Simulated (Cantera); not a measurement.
Transport properties of process gases

Gas mixture: O₂ = 0.95 (molar parts), at 9.87 atm, frozen composition.

Cantera's kinetic-theory transport with the Lennard-Jones parameters of GRI-Mech 3.0, ideal gas; thermal conductivity in the multicomponent form.

| T (K) | ρ (kg/m³) | cp (J/kg/K) | μ (µPa s) | λ (mW/m/K) | Pr | D (cm²/s) NO | D (cm²/s) CO₂ | D (cm²/s) H₂O |
|---|---|---|---|---|---|---|---|---|
| 400 | 9.62 | 941.4 | 25.6 | 33.9 | 0.712 | 0.0344 | 0.0267 | 0.0405 |
| 650 | 5.92 | 1017 | 36.0 | 51.6 | 0.710 | 0.0787 | 0.0629 | 0.0999 |
| 900 | 4.28 | 1074 | 44.7 | 67.7 | 0.709 | 0.136 | 0.110 | 0.179 |
| 1150 | 3.35 | 1109 | 52.5 | 82.1 | 0.709 | 0.205 | 0.166 | 0.274 |
| 1400 | 2.75 | 1134 | 59.7 | 95.6 | 0.708 | 0.284 | 0.231 | 0.383 |
| 1650 | 2.33 | 1155 | 66.4 | 108 | 0.708 | 0.373 | 0.304 | 0.506 |
D: mixture-averaged diffusion coefficient of that species in the mixture.
